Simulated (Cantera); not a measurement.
An adiabatic, constant-pressure homogeneous reactor starts with 23.6 % CO, 21.7 % H₂, 1.06 % CH₄, 11.3 % O₂, 42.3 % N₂, at 1423 K and 1.01 bar.

Cantera simulation using GRI-Mech 3.0 (53 species, 325 reactions); the numbers are that mechanism's predictions, not measurements.

One state of this run: T (K) = 2719; x CO = 0.208; x H₂ = 0.0836; x CH₄ = <1e-12; x C₂H₄ = <1e-12; x O₂ = 0.00118. x: mole fraction; the columns are a selection and need not sum to one.

Problem. Which value of t (s) does it belong to?
A. 7.61e-5
B. 0.000543
C. 4.00e-6
D. 2.85e-5

Solution. B, 0.000543
